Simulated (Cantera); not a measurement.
Charge: 1 mol CH3SiCl3, 0.033 mol C2H4, 1.3 mol H2, equilibrated at 2275 K and 133 Pa.

Cantera equilibrium calculation (NASA polynomials, part measured and part estimated; ideal gas, pure solids and liquids). Candidate condensed phases: C, C6H6, C7H8, C8H18, Si, SiC; 109 gas species. The feed counts by its element totals alone. The tables' values for SiCl, SiCl3 are old estimates; treat these amounts as uncertain. Gases not in the tables: Si2H6 and higher silanes. Rates play no part.

### Question
What is the equilibrium state?

### Answer
| Property | Result |
|---|---|
| x(H2) | 0.305 |
| x(HCl) | 0.299 |
| x(H) | 0.128 |
| x(Cl) | 0.0909 |
| x(Si) | 0.0748 |
| x(SiCl2) | 0.0704 |
| x(SiCl) | 0.0137 |
| x(SiC2) | 0.00946 |
| x(Si2C) | 0.00562 |
| n(C(graphite)) | 0.912 mol |
| n(SiC(s)) | 0.00551 mol |
| gas amount | 5.504 mol |
| log10 activity of Si(l) (absent) | -0.87 |
